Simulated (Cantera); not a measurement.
A perfectly stirred reactor is fed with CH4 : H2 = 1 : 6.8 (molar parts), at 85.0 Pa; it is held at 1700 K, and followed from long to short residence time.

Detailed kinetics in Cantera: GRI-Mech 3.0 (53 species, 325 reactions). GRI-Mech 3.0 stops at C3 and has no aromatics, soot or wall deposition, so with more carbon than oxygen in the feed, carbon stays in small species such as C2H2 where larger ones or solid carbon would form. Radical loss at walls, strong at low pressure, is not modelled.

Q: What does this change do: CH4 1 to 2.2 parts?

A: 
```
quantity                 before    after
----------------------  -------  -------
x(CH4) at τ = 2.60 s     0.0734    0.111
x(H2) at τ = 2.60 s       0.900    0.833
x(H) at τ = 2.60 s      0.00111  0.00102
x(CH2) at τ = 2.60 s    1.59e-6  2.07e-6
x(C2H6) at τ = 2.60 s   6.77e-6  1.53e-5
x(CH4) at τ = 27.0 ms     0.128    0.244
x(H2) at τ = 27.0 ms      0.872    0.756
x(H) at τ = 27.0 ms     3.41e-5  3.64e-5
x(CH2) at τ = 27.0 ms   3.88e-9  1.09e-8
x(C2H6) at τ = 27.0 ms  3.54e-8  1.76e-7
```

Q: What does this change do: pressure from 85.0 Pa to 101000 Pa?

A: 
```csv
quantity,before,after
x(CH4) at τ = 2.60 s,0.0734,0.0280
x(H2) at τ = 2.60 s,0.900,0.927
x(H) at τ = 2.60 s,0.00111,0.000141
x(CH2) at τ = 2.60 s,1.59e-6,1.34e-8
x(C2H6) at τ = 2.60 s,6.77e-6,4.97e-6
x(CH4) at τ = 27.0 ms,0.128,0.0936
x(H2) at τ = 27.0 ms,0.872,0.891
x(H) at τ = 27.0 ms,3.41e-5,0.000125
x(CH2) at τ = 27.0 ms,3.88e-9,3.61e-8
x(C2H6) at τ = 27.0 ms,3.54e-8,3.25e-5
```

Q: What does this change do: temperature 1700 to 1400 K?

A: 
| quantity | before | after |
|---|---|---|
| x(CH4) at τ = 2.60 s | 0.0734 | 0.128 |
| x(H2) at τ = 2.60 s | 0.900 | 0.872 |
| x(H) at τ = 2.60 s | 0.00111 | 1.14e-5 |
| x(CH2) at τ = 2.60 s | 1.59e-6 | 3.11e-10 |
| x(C2H6) at τ = 2.60 s | 6.77e-6 | 2.85e-7 |
| x(CH4) at τ = 27.0 ms | 0.128 | 0.128 |
| x(H2) at τ = 27.0 ms | 0.872 | 0.872 |
| x(H) at τ = 27.0 ms | 3.41e-5 | 1.19e-7 |
| x(CH2) at τ = 27.0 ms | 3.88e-9 | <1e-12 |
| x(C2H6) at τ = 27.0 ms | 3.54e-8 | 2.28e-12 |
